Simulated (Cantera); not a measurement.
Feed: 1 mol Zr, 2.4 mol N2O, equilibrated at 800 K and 338 Torr.

Method: chemical equilibrium by Gibbs-energy minimisation in Cantera with the NASA 1993 tables (ideal gas, pure condensed phases). Candidate condensed phases: Zr, ZrN, ZrO2; 13 gas species. The numbers say what is thermodynamically allowed, not how fast it happens.

Base state: N2 0.923, O2 0.0769 (mole fractions); condensed: ZrO2(monoclinic).

**Question.** What changes in the equilibrium state with this change: temperature from 800 K to 2548.15 K?

**Answer.** 
```tsv
species	before	after
N2	0.923	0.912
O2	0.0769	0.0656
NO	1.31e-6	0.0150
O	<1e-9	0.00699
ZrO2(monoclinic), mol	1.00	0
ZrO2(tetragonal), mol	0	1.000
```
